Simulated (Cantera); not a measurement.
Feed: 1 mol B₂H₆, 0.18 mol O₂, equilibrated at 0.0140 bar.

These are equilibrium values from Cantera (NASA tables, ideal gas, pure condensed phases), not measurements of a reactor. Candidate condensed phases: B, B₂O₃, B₃O₃H₃, H₂O; 23 gas species. The feed counts by its element totals alone. The tables' values for BH₂ are old estimates; treat these amounts as uncertain. Kinetics and transport are ignored.

**Question.** At 1300 °C, list the 5 most abundant gas species with their mole fractions, and the condensed phases.

**Answer.** H₂ 0.918, HBO 0.0548, B₂O₂ 0.0202, B₂O₃ 0.00454, HBO₂ 0.00143. Condensed: B(s).
